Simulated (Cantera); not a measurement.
## Thermodynamics of boron, boron nitride and boron oxide, feed B + H₂O + N₂

A closed system holds: 1 mol B, 0.16 mol H₂O, 0.39 mol N₂, at 0.00170 bar.

Cantera equilibrium calculation (NASA polynomials, part measured and part estimated; ideal gas, pure solids and liquids). Candidate condensed phases: B, BN, B₂O₃, B₃O₃H₃, H₂O; 39 gas species. N₂ is the only nitrogen source here; it is nearly inert below about 1500 K, so the nitride shown seldom forms there in practice. Mutual solubility and eutectic melting of coexisting phases are not modelled. The tables' values for BH₂ are old estimates; treat these amounts as uncertain. Equilibrium is a limit: real reactors are often held back by kinetics, nucleation or transport.

From 775 °C to 1175 °C the condensed part is B(s) + BN(s) + B₂O₃(l). From 1375 °C to 1775 °C the condensed part is B(s) + BN(s). At 1975 °C the condensed part is B(s). At 2175 °C the condensed part is B(l). The main B-bearing gas is B₃O₃H₃ at 775 °C and BO at 2175 °C. The share of B in condensed phases is highest at 775 °C (100.0 %) and lowest at 2175 °C (81.0 %).

```
T (°C)   x H₂      x N₂    x B₂O₂      x BO    x HBO       x H   x B₂O₃       x B  n B(s)  n BN(s)  n B₂O₃(l)  n B(l)
------  -----  --------  --------  --------  -------  --------  -------  --------  ------  -------  ---------  ------
775     1.000    <1e-12   2.16e-7  8.13e-10  7.00e-5   1.87e-7  1.76e-8    <1e-12   0.113    0.780     0.0533       0
975     0.996  9.74e-10  0.000171   1.43e-6  0.00317   1.13e-5  2.44e-5    <1e-12   0.113    0.780     0.0531       0
1175    0.927   7.61e-7    0.0202  0.000305   0.0466  0.000215  0.00423  2.29e-10   0.108    0.780     0.0476       0
1375    0.595  0.000116     0.206   0.00920    0.154   0.00167   0.0309   6.28e-8  0.0680    0.780          0       0
1575    0.552   0.00593     0.195    0.0514    0.176   0.00956  0.00881   5.06e-6  0.0652    0.777          0       0
1775    0.425     0.139     0.107     0.155    0.134    0.0354  0.00142  0.000171   0.147    0.693          0       0
1975    0.170     0.543    0.0119     0.162   0.0321    0.0734  2.47e-5   0.00306   0.835        0          0       0
2175    0.114     0.492   0.00216     0.179   0.0125     0.163  1.13e-6    0.0306       0        0          0   0.810
```
x: gas mole fraction; n: condensed amount in mol.
